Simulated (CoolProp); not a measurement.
The fluid at 298.15 K and 0.798 MPa (gas) is heated at constant pressure to 316.1 K. The same conditions are run with several fluids, on thermodynamics alone (safety and materials aside).

Computed with CoolProp (reference Helmholtz-energy equation of state of each fluid (propylene: Lemmon 2013; R125: Lemmon 2005; ethylene: Smukala 2000; R410A: Lemmon 2003; normal hydrogen: Leachman 2009)). Blends and air are pseudo-pure fits.

**Question.** Rank propylene, R125, ethylene, R410A, normal hydrogen by heat (kJ/kg), highest first.

**Answer.** normal hydrogen (258), propylene (31.6), ethylene (29.4), R410A (17.3), R125 (16.0)

```tsv
fluid	final density (kg/m³)
propylene	14.2
R125	40.7
ethylene	8.86
R410A	24.2
normal hydrogen	0.609
```
